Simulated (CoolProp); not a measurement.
A closed Brayton cycle with carbon dioxide: compressor inlet 308.15 K and 9.8 MPa, high pressure 27.5 MPa, turbine inlet 780 K, compressor efficiency 0.8, turbine efficiency 0.85, recuperator effectiveness 0.9 (on enthalpy, no pinch check). Each further row changes one setting.

The numbers come from the reference Helmholtz-energy equation of state, Span 1996 in CoolProp.

| case | thermal efficiency (%) | net work (kJ/kg) | compressor to turbine work | compressor exit (K) | turbine exit (K) |
|---|---|---|---|---|---|
| as stated | 32.3 | 90.6 | 0.24 | 336.9 | 666.0 |
| turbine inlet 730 K | 30.6 | 81.5 | ___ | 336.9 | 619.9 |
| compressor inlet 318.15 K | 30.7 | 81.0 | 0.32 | 371.8 | 666.0 |
| high pressure 23.4 MPa | 30.9 | 79.7 | 0.22 | ___ | ___ |
| recuperator effectiveness 0.5 | 20.3 | 90.6 | 0.24 | 336.9 | 666.0 |

Q: Fill in the missing entries.

A: 
- turbine inlet 730 K, compressor to turbine work: 0.26
- high pressure 23.4 MPa, compressor exit (K): 331.4
- high pressure 23.4 MPa, turbine exit (K): 683.4
